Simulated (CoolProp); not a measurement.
A simple Rankine cycle with sulfur dioxide: condensing at 293.15 K, boiler at 2.93 MPa, turbine inlet 377.7 K, turbine efficiency 0.8, pump efficiency 0.6, no recuperator. Each further row changes one setting.

Values from CoolProp's reference Helmholtz-energy equation of state, Gao 2016.

```csv
case,thermal efficiency (%),net work (kJ/kg),heat in (kJ/kg),turbine exit temperature (K),volume ratio over the turbine
as stated,14.7,55.2,375,293.1,7.73
turbine inlet 397.7 K,15.0,[?],398,293.1,7.18
condensing temperature 285.15 K,16.1,[?],386,285.1,10.0
boiler pressure 2.05 MPa,12.9,50.8,394,293.1,5.13
turbine efficiency 0.7,12.8,[?],375,293.1,7.90
```

Task: What belongs in the gaps?

Result: 
- turbine inlet 397.7 K, net work (kJ/kg): 59.6
- condensing temperature 285.15 K, net work (kJ/kg): 62.0
- turbine efficiency 0.7, net work (kJ/kg): 47.9

The expansion ends wet for: as stated; turbine inlet 397.7 K; condensing temperature 285.15 K; boiler pressure 2.05 MPa; turbine efficiency 0.7.
